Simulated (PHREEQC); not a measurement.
Solution (25 °C): 0.31 mmol/kgw (NH4)2SiF6, 48 mmol/kgw LiCl and 0.0047 mmol/kgw CaSO4. Closed to the air; pH follows from the charge balance.

All values are PHREEQC results (ion-association model, phreeqc.dat), not measurements.

| Property | Result |
|---|---|
| pH | 3.34 |
| ionic strength | 0.0492 mol/kgw |
| specific conductance | 5060 µS/cm |
| total alkalinity | -1.24 meq/kg |

```
species  molality  activity   log γ
-------  --------  --------  ------
Cl-        0.0480    0.0391  -0.089
Li+        0.0480    0.0400  -0.079
F-        0.00111  0.000901  -0.090
NH4+     0.000620  0.000497  -0.096
HF       0.000612  0.000619   0.005
H+       0.000536  0.000458  -0.068
H4SiO4   0.000288  0.000291   0.005
SiF6-2    2.24e-5   1.04e-5  -0.332
```

No solid was allowed to form. The solution is supersaturated, for example in Quartz (slow to form), so a real one may precipitate; this is no full list. SiF6-2 is the database's only silicon fluoride.
